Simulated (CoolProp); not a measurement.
Saturation properties of cis-2-butene (Tc = 435.8 K, pc = 4236 kPa, ω = 0.202).

Computed with CoolProp (reference Helmholtz-energy equation of state, Lemmon 2005). It is a short technical equation, of lower accuracy than the large ones.

```csv
T (K),p (kPa),vapour density (kg/m³)
241.4,20.69,0.5865
259.2,…,1.306
277,101.8,2.586
294.8,191.5,…
312.7,333.2,7.910
330.5,541.3,12.64
348.3,…,19.43
366.1,1229,29.07
```

Complete the blanks.


- 259.2, p (kPa): 48.92
- 294.8, vapour density (kg/m³): 4.677
- 348.3, p (kPa): 833.5

It boils at 276.9 K under 1 atm.
